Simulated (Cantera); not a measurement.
A closed system holds: 1 mol Hg, 4 mol N2, 0.03 mol O2, equilibrated at 698.15 K.

Equilibrium computed with Cantera from the NASA thermochemical tables; the gas is ideal and each condensed phase is pure. Candidate condensed phases: Hg, HgO; 10 gas species. Rates play no part.

log p: log10 of the partial pressure in bar; n: condensed amount in mol.

```csv
P (Pa),log p N2,log p Hg,log p O2,log p NO,log p NO2,n HgO(s)
10,-4.10,-4.70,-6.22,[?],-14.07,0
42,-3.48,-4.08,-5.60,[?],-13.13,0
180,-2.84,-3.45,-4.97,[?],-12.19,0
750,-2.22,-2.83,-4.35,[?],-11.26,0
3200,-1.59,-2.20,-3.72,[?],-10.31,0
13000,-0.99,-1.59,-3.11,[?],-9.40,0
56000,-0.35,-0.95,-2.48,[?],-8.45,0
240000,0.28,-0.32,-1.84,[?],-7.50,0
1000000,0.91,0.28,-2.04,[?],-7.38,0.0510
```

Problem. Some entries are withheld; supply them.

Solution. 
- 10, log p NO: -11.34
- 42, log p NO: -10.72
- 180, log p NO: -10.08
- 750, log p NO: -9.46
- 3200, log p NO: -8.83
- 13000, log p NO: -8.23
- 56000, log p NO: -7.59
- 240000, log p NO: -6.96
- 1000000, log p NO: -6.75
